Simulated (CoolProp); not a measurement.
Computed with CoolProp (reference Helmholtz-energy equation of state, Lemmon 2006). It is a short technical equation, of lower accuracy than the large ones.

Task: For n-decane, give the phase and the cv (kJ/(kg K)), expansivity (1/kK), conductivity (mW/(m K)), Prandtl number at 494.4 K and 2900 kPa; 506.2 K and 2900 kPa.

Result: 
- 494.4 K and 2900 kPa: liquid; cv 2.55, expansivity 1.74, conductivity 88.6, Prandtl number 5.23
- 506.2 K and 2900 kPa: liquid; cv 2.59, expansivity 1.85, conductivity 86.8, Prandtl number 5.03

Viscosity comes from a separate model (Huber 2004). Thermal conductivity comes from a separate model (Huber 2005).
